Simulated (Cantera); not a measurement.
## Stirred combustor or abatement burner

A perfectly stirred reactor is fed with 7.42 % CH4, 12.4 % O2, 80.2 % N2, equivalence ratio 1.2, at 9.87 atm; it is adiabatic with a 673 K inlet, and is followed from long to short residence time, starting on the burning branch (τ in s: 0.051, 0.017, 0.0059, 0.002, 0.00069, 0.00023, 8e-05, 2.7e-05, 9.3e-06, 3.2e-06).

Cantera simulation using GRI-Mech 3.0 (53 species, 325 reactions); the numbers are that mechanism's predictions, not measurements.

```
τ (s)    T (K)     x CH4      x O2     x NO2    x HCO    x C2H4
-------  -----  --------  --------  --------  -------  --------
0.051     1923  0.000753  0.000288  7.39e-10  1.46e-8   3.99e-6
0.017     1920   0.00121  0.000726   1.49e-9  2.85e-8   1.33e-5
0.0059    1911   0.00167   0.00163   2.83e-9  6.36e-8   3.45e-5
0.0020    1888   0.00221   0.00355   5.08e-9  1.58e-7   8.13e-5
0.00069   1830   0.00339   0.00837   6.81e-9  4.10e-7  0.000211
0.00023    673    0.0742     0.124    <1e-12   <1e-12    <1e-12
8.0e-5     673    0.0742     0.124    <1e-12   <1e-12    <1e-12
2.7e-5     673    0.0742     0.124    <1e-12   <1e-12    <1e-12
9.3e-6     673    0.0742     0.124    <1e-12   <1e-12    <1e-12
3.2e-6     673    0.0742     0.124    <1e-12   <1e-12    <1e-12
```
x: mole fraction; the columns are a selection and need not sum to one.
